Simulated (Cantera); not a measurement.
Feed: 1 mol SiC, 0.058 mol N2, at 1852 °C and 6380 Torr.

Equilibrium computed with Cantera from the NASA thermochemical tables; the gas is ideal and each condensed phase is pure. Candidate condensed phases: C, Si, SiC, Si3N4; 20 gas species. Equilibrium is a limit: real reactors are often held back by kinetics, nucleation or transport.

Question: What is the equilibrium state?

Answer: 
| Quantity | Value |
|---|---|
| x(N2) | 1.000 |
| x(Si) | 2.76e-6 |
| x(C2N2) | 2.16e-6 |
| x(SiN) | 1.58e-6 |
| n(SiC(s)) | 1.00 mol |
| gas amount | 0.05800 mol |
| log10 activity of C(graphite) (absent) | -0.20 |
| log10 activity of Si(l) (absent) | -0.87 |
